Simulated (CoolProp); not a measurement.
Values from CoolProp's reference Helmholtz-energy equation of state, Bücker 2006.

### Question
Give the vapour pressure (bar), enthalpy of vaporisation (kJ/kg), liquid conductivity (mW/(m K)) of saturated isobutane at -32.55, -12.65, 13.75 °C.

### Answer
| T (°C) | p (bar) | enthalpy of vaporisation (kJ/kg) | liquid conductivity (mW/(m K)) |
|---|---|---|---|
| -32.55 | 0.414 | 383 | 112 |
| -12.65 | 0.978 | 366 | 104 |
| 13.75 | 2.49 | 341 | 93.3 |

Thermal conductivity comes from a separate model (Perkins 2002).
